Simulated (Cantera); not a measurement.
Charge: 1 mol Si(CH3)4, 0.24 mol HCl, 4.7 mol H2, at 1773.15 K and 0.610 bar.

Cantera equilibrium calculation (NASA polynomials, part measured and part estimated; ideal gas, pure solids and liquids). Candidate condensed phases: C, C6H6, C7H8, C8H18, Si, SiC; 109 gas species. Kinetics and transport are ignored.

Base state: H2 0.977, HCl 0.0219, CH4 0.000491, H 0.000361, C2H2 (acetylene) 0.000137, SiCl2 3.34e-5 (mole fractions); condensed: C(graphite) + SiC(s).

What changes in the equilibrium state with this change: pressure from 0.610 bar to 13.3 mbar?


```json
[
 {"species": "H2", "before": "0.977", "after": "0.976"},
 {"species": "HCl", "before": "0.0219", "after": "0.0218"},
 {"species": "H", "before": "0.000361", "after": "0.00244"},
 {"species": "CH4", "before": "0.000491", "after": "1.07e-5"},
 {"species": "SiCl2", "before": "3.34e-5", "after": "3.33e-5"},
 {"species": "Cl", "before": "6.20e-6", "after": "4.19e-5"},
 {"species": "C2H2 (acetylene)", "before": "0.000137", "after": "0.000137"},
 {"species": "C(graphite), mol", "before": "2.99", "after": "3.00"},
 {"species": "SiC(s), mol", "before": "1.000", "after": "1.000"}
]
```
